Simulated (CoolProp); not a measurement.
m-xylene along the isobar 0.101 MPa: density (kg/m³) from the reference equation and from simpler models built on Tc = 343.7 °C, pc = 3.535 MPa, ω = 0.326; each cubic takes its own stable root.

The numbers come from the reference Helmholtz-energy equation of state, Zhou 2012 in CoolProp.

```csv
T (°C),phase,reference,Redlich-Kwong,Peng-Robinson
-26.45,liquid,903.4,752.7,859.4
-2.45,liquid,883.3,737.8,846.7
21.55,liquid,862.9,721.9,832.8
45.55,liquid,842.1,704.9,817.6
69.45,liquid,820.9,686.6,801.0
93.45,liquid,799.1,666.9,782.6
117.45,liquid,776.5,3.423,762.2
141.45,gas,3.247,3.207,3.227
165.45,gas,3.044,3.018,3.034
189.35,gas,2.869,2.852,2.864
213.35,gas,2.714,2.703,2.713
237.35,gas,2.577,2.569,2.577
261.35,gas,2.454,2.449,2.455
```

At some of these states Redlich-Kwong gives the other phase, because its saturation line lies elsewhere.
